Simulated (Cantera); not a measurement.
# Equilibrium for fluorocarbon and chlorocarbon gases: CCl₄ + CH₄

Input: 1 mol CCl₄, a varied amount of CH₄, at 1100 K and 3.70e-5 bar.

These are equilibrium values from Cantera (NASA tables, ideal gas, pure condensed phases), not measurements of a reactor. Candidate condensed phases: C, C₆H₆, C₇H₈, C₈H₁₈; 91 gas species. Kinetics and transport are ignored.

From 0.096 mol CH₄ to 1.9 mol CH₄ the condensed part is C(graphite). The main C-bearing gas is CCl₄ at 0.096 mol CH₄ and CH₄ at 1.9 mol CH₄.

| n(CH₄) (mol) | x HCl | x Cl₂ | x H₂ | x Cl | n C(graphite) |
|---|---|---|---|---|---|
| 0.096 | 0.158 | 0.643 | 9.04e-12 | 0.200 | 1.10 |
| 0.13 | 0.208 | 0.599 | 1.68e-11 | 0.193 | 1.13 |
| 0.17 | 0.264 | 0.551 | 2.95e-11 | 0.185 | 1.17 |
| 0.23 | 0.342 | 0.485 | 5.62e-11 | 0.173 | 1.23 |
| 0.32 | 0.447 | 0.396 | 1.18e-10 | 0.157 | 1.32 |
| 0.42 | 0.550 | 0.311 | 2.28e-10 | 0.139 | 1.42 |
| 0.57 | 0.685 | 0.202 | 5.42e-10 | 0.112 | 1.57 |
| 0.77 | 0.838 | 0.0882 | 1.86e-9 | 0.0740 | 1.77 |
| 1 | 1.000 | 1.51e-6 | 0.000155 | 0.000306 | 2.00 |
| 1.4 | 0.833 | 9.73e-10 | 0.167 | 7.77e-6 | 2.40 |
| 1.9 | 0.690 | 3.58e-10 | 0.310 | 4.71e-6 | 2.90 |
x: gas mole fraction; n: condensed amount in mol.
